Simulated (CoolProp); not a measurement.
Vapour-liquid equilibrium of R152A (1) + R113 (2) at -15.55 °C; x and y are mole fractions of (1).

Computed with CoolProp (multi-fluid Helmholtz-energy mixture model, Outcalt 1996 and Marx 1992; pair parameters Bell 2016).

Problem. Give the bubble pressure and the first vapour's composition at x = 0.125, 0.575, 0.875. Is there an azeotrope?

Solution. x = 0.125: 0.4723 bar, y = 0.871; x = 0.575: 1.104 bar, y = 0.960; x = 0.875: 1.320 bar, y = 0.982. No azeotrope shows between x = 0.05 and 0.95.

Pair parameters are fitted to limited data, so mixtures are less certain than the pure fluids. With so large a gap from Raoult's law the liquid may split in two, which this calculation doesn't test in full.
